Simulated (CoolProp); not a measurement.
Aqueous propylene glycol as a coolant, 41 % by mass, freezing at -21.5 °C, 1 atm.

Values from CoolProp's Melinder's fits for secondary coolants.

```
T (°C)  Prandtl number  cp (kJ/(kg K))  viscosity (mPa s)  density (kg/m³)
------  --------------  --------------  -----------------  ---------------
-15.3              327           3.572               34.3             1049
-6.1               172           3.603               18.2             1046
3.2               97.9           3.634               10.4             1042
12.4              60.3           3.665               6.44             1037
21.6              39.6           3.695               4.26             1032
30.9              27.5           3.726               2.98             1027
```
